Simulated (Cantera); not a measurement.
A freely propagating, adiabatic, planar premixed flame of H2 : O2 : N2 = 1 : 0.455 : 1.55 (molar parts), equivalence ratio 1.1, unburnt at 625 K and 1.01 bar; unity-Lewis-number transport, grid criteria slope 0.08 and curve 0.16, no radiation.

Model: the H2/O2 subset of GRI-Mech 3.0, which has no nitrogen chemistry, integrated in Cantera. Unity Lewis numbers drop preferential diffusion, which matters most where H2 and H carry the flame. Burning velocities carry a grid error of a few per cent, more on coarse grids.

x: mole fraction of selected species; z is measured from the peak of heat release.

```csv
z (mm),T (K),u (m/s),x H2,x O2,x HO2,x H2O2,x OH,x H
-1.06,625,6.05,0.333,0.151,<1e-8,<1e-8,<1e-8,<1e-8
-0.704,625,6.05,0.333,0.151,1.33e-8,<1e-8,<1e-8,<1e-8
-0.528,625,6.05,0.333,0.151,1.21e-7,<1e-8,<1e-8,<1e-8
-0.352,625,6.06,0.333,0.151,2.42e-6,…,<1e-8,<1e-8
-0.176,649,6.28,0.330,0.150,0.000143,…,1.24e-5,5.54e-5
-0.0880,863,8.24,0.299,0.135,0.000189,…,0.000557,0.00533
0,1331,12.3,0.167,0.0765,7.21e-5,…,0.00509,0.0539
0.0880,1629,14.8,0.0790,0.0335,2.68e-5,…,0.0131,0.0811
0.176,1778,16.0,0.0683,0.0247,1.72e-5,…,0.0168,0.0726
0.352,1944,17.2,0.0677,0.0206,1.20e-5,…,0.0196,0.0570
0.704,2120,18.5,0.0661,0.0168,8.05e-6,…,0.0211,0.0416
1.41,2287,19.7,0.0623,0.0129,5.27e-6,…,0.0209,0.0287
2.82,2433,20.7,0.0572,0.00935,3.54e-6,…,0.0191,0.0189
```

Q: Complete the blanks.

A: 
- -0.352, x H2O2: 3.92e-8
- -0.176, x H2O2: 2.38e-6
- -0.0880, x H2O2: 5.92e-6
- 0, x H2O2: 4.22e-6
- 0.0880, x H2O2: 2.49e-6
- 0.176, x H2O2: 1.47e-6
- 0.352, x H2O2: 7.89e-7
- 0.704, x H2O2: 4.47e-7
- 1.41, x H2O2: 2.96e-7
- 2.82, x H2O2: 2.32e-7
